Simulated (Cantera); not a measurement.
An isothermal, constant-pressure homogeneous reactor starts with C2H6 : N2 = 1 : 41 (molar parts), at 1348 K and 0.133 bar. Integrator tolerance rtol = 1e-08.

Model: GRI-Mech 3.0 (53 species, 325 reactions), integrated in Cantera. GRI-Mech 3.0 stops at C3 and has no aromatics, soot or wall deposition, so with more carbon than oxygen in the feed, carbon stays in small species such as C2H2 where larger ones or solid carbon would form.

Problem. What does this change do: temperature 1348 to 1225 K?

Solution. 
```
quantity                                              before                                      after
-----------------  -----------------------------------------  -----------------------------------------
x(C2H6) at 80.0 s    3.36e-7 (gas-phase equilibrium 1.07e-8)    4.49e-7 (gas-phase equilibrium 1.84e-7)
x(CH2) at 80.0 s   3.67e-11 (gas-phase equilibrium 6.29e-12)      <1e-12 (gas-phase equilibrium <1e-12)
x(CH3) at 80.0 s     2.13e-6 (gas-phase equilibrium 3.13e-7)    3.32e-7 (gas-phase equilibrium 2.37e-7)
x(H) at 80.0 s       1.02e-6 (gas-phase equilibrium 1.35e-6)    1.98e-7 (gas-phase equilibrium 1.74e-7)
x(C2H) at 80.0 s   3.51e-10 (gas-phase equilibrium 1.25e-10)  2.33e-11 (gas-phase equilibrium 6.53e-12)
x(HCN) at 80.0 s      5.32e-8 (gas-phase equilibrium 0.0323)     2.06e-9 (gas-phase equilibrium 0.0288)
x(H2) at 80.0 s        0.0392 (gas-phase equilibrium 0.0446)      0.0396 (gas-phase equilibrium 0.0410)
```

Problem. What does this change do: temperature 1348 to 1650 K?

Solution. 
```tsv
quantity	before	after
x(C2H6) at 80.0 s	3.36e-7 (gas-phase equilibrium 1.07e-8)	1.84e-10 (gas-phase equilibrium 3.73e-11)
x(CH2) at 80.0 s	3.67e-11 (gas-phase equilibrium 6.29e-12)	1.05e-9 (gas-phase equilibrium 4.72e-10)
x(CH3) at 80.0 s	2.13e-6 (gas-phase equilibrium 3.13e-7)	9.08e-7 (gas-phase equilibrium 4.08e-7)
x(H) at 80.0 s	1.02e-6 (gas-phase equilibrium 1.35e-6)	5.34e-5 (gas-phase equilibrium 5.34e-5)
x(C2H) at 80.0 s	3.51e-10 (gas-phase equilibrium 1.25e-10)	1.16e-7 (gas-phase equilibrium 2.37e-8)
x(HCN) at 80.0 s	5.32e-8 (gas-phase equilibrium 0.0323)	1.41e-5 (gas-phase equilibrium 0.0362)
x(H2) at 80.0 s	0.0392 (gas-phase equilibrium 0.0446)	0.0454 (gas-phase equilibrium 0.0454)
```
